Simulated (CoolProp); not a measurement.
Values from CoolProp's reference Helmholtz-energy equation of state, Lemmon 2006. It is a short technical equation, of lower accuracy than the large ones.

For C2F6 (R116), give the phase and the density (kg/m³), cv (kJ/(kg K)), speed of sound (m/s), Joule-Thomson coefficient (K/MPa) at -48.85 °C and 101 kPa.


- -48.85 °C and 101 kPa: gas; density 7.69, cv 0.589, speed of sound 119, Joule-Thomson coefficient 19.2
